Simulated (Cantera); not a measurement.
# Equilibrium for boron, boron nitride and boron oxide: B2H6 + H2

Feed: 1 mol B2H6, 1.3 mol H2, at 10000 Pa.

Equilibrium computed with Cantera from the NASA thermochemical tables; the gas is ideal and each condensed phase is pure. Candidate condensed phases: B; 7 gas species. The feed counts by its element totals alone. The tables' values for BH2 are old estimates; treat these amounts as uncertain. Gases not in the tables: B2H6 and higher boranes. Kinetics and transport are ignored.

```tsv
T (K)	x H2	x H	x BH2	x B	x BH	x BH3	x B2	n B(s)	n B(l)
1100	1.00	8.18e-8	3.39e-8	<1e-12	<1e-12	1.35e-7	<1e-12	2.00	0
1200	1.000	6.24e-7	2.01e-7	<1e-12	<1e-12	3.13e-7	<1e-12	2.00	0
1300	1.000	3.50e-6	9.03e-7	<1e-12	<1e-12	6.36e-7	<1e-12	2.00	0
1400	1.000	1.54e-5	3.26e-6	<1e-12	1.33e-11	1.16e-6	<1e-12	2.00	0
1500	1.000	5.57e-5	9.89e-6	1.94e-11	1.62e-10	1.94e-6	<1e-12	2.00	0
1600	1.000	0.000172	2.60e-5	3.16e-10	1.43e-9	3.04e-6	<1e-12	2.00	0
1700	0.999	0.000466	6.11e-5	3.69e-9	9.77e-9	4.49e-6	<1e-12	2.00	0
1800	0.999	0.00113	0.000130	3.28e-8	5.37e-8	6.33e-6	<1e-12	2.00	0
1900	0.997	0.00251	0.000255	2.31e-7	2.46e-7	8.59e-6	1.03e-12	2.00	0
2000	0.994	0.00513	0.000465	1.33e-6	9.63e-7	1.12e-5	1.36e-11	2.00	0
2100	0.989	0.00980	0.000799	6.50e-6	3.30e-6	1.43e-5	1.39e-10	2.00	0
2200	0.981	0.0176	0.00130	2.74e-5	1.01e-5	1.76e-5	1.14e-9	1.99	0
2300	0.968	0.0301	0.00201	0.000101	2.77e-5	2.11e-5	7.78e-9	1.99	0
2400	0.948	0.0490	0.00282	0.000319	6.59e-5	2.32e-5	4.04e-8	0	1.99
```
x: gas mole fraction; n: condensed amount in mol.

From 1100 K to 2300 K the condensed part is B(s). At 2400 K the condensed part is B(l).
